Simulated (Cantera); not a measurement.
Feed: 1 mol B, 31 mol H2, at 14.0 mbar.

Method: chemical equilibrium by Gibbs-energy minimisation in Cantera with the NASA 1993 tables (ideal gas, pure condensed phases). Candidate condensed phases: B; 7 gas species. Rates play no part.

**Question.** What share of the B ends up in condensed phases as a function of T (°C), at 1150, 1250, 1350, 1450, 1550, 1650, 1750, 1850, 1950, 2050?

**Answer.** 
```json
[
 {"T (°C)": "1150", "B condensed (%)": "100.0", "as": "B(s)"},
 {"T (°C)": "1250", "B condensed (%)": "100.0", "as": "B(s)"},
 {"T (°C)": "1350", "B condensed (%)": "99.9", "as": "B(s)"},
 {"T (°C)": "1450", "B condensed (%)": "99.8", "as": "B(s)"},
 {"T (°C)": "1550", "B condensed (%)": "99.5", "as": "B(s)"},
 {"T (°C)": "1650", "B condensed (%)": "99.1", "as": "B(s)"},
 {"T (°C)": "1750", "B condensed (%)": "98.3", "as": "B(s)"},
 {"T (°C)": "1850", "B condensed (%)": "97.0", "as": "B(s)"},
 {"T (°C)": "1950", "B condensed (%)": "94.6", "as": "B(s)"},
 {"T (°C)": "2050", "B condensed (%)": "89.8", "as": "B(s)"}
]
```
